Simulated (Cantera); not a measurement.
Charge: 1 mol Al, 0.39 mol Cl₂, at 1.00 bar.

These are equilibrium values from Cantera (NASA tables, ideal gas, pure condensed phases), not measurements of a reactor. Candidate condensed phases: Al, AlCl₃; 8 gas species. The tables' values for AlCl₂ are old estimates; treat these amounts as uncertain. Rates play no part.

x: gas mole fraction; n: condensed amount in mol.

| T (K) | x Al₂Cl₆ | x AlCl₃ | x AlCl | x AlCl₂ | n Al(s) | n Al(l) |
|---|---|---|---|---|---|---|
| 648 | 0.936 | 0.0641 | 2.55e-7 | 9.92e-7 | 0.740 | 0 |
| 698 | 0.863 | 0.137 | 2.13e-6 | 6.86e-6 | 0.740 | 0 |
| 748 | 0.746 | 0.254 | 1.32e-5 | 3.55e-5 | 0.740 | 0 |
| 798 | (withheld) | (withheld) | (withheld) | 0.000143 | 0.740 | 0 |
| 848 | 0.416 | 0.583 | 0.000244 | 0.000465 | 0.740 | 0 |
| 898 | (withheld) | (withheld) | (withheld) | 0.00125 | 0.740 | 0 |
| 948 | 0.152 | 0.843 | 0.00216 | 0.00287 | 0 | 0.739 |
| 998 | 0.0838 | 0.905 | 0.00506 | 0.00573 | 0 | 0.739 |
| 1048 | 0.0460 | 0.933 | 0.0108 | 0.0105 | 0 | 0.737 |

### Question
Complete the blanks.

### Answer

- 898, x Al₂Cl₆: 0.262
- 898, x AlCl₃: 0.736
- 898, x AlCl: 0.000789
- 798, x Al₂Cl₆: 0.589
- 798, x AlCl₃: 0.411
- 798, x AlCl: 6.31e-5
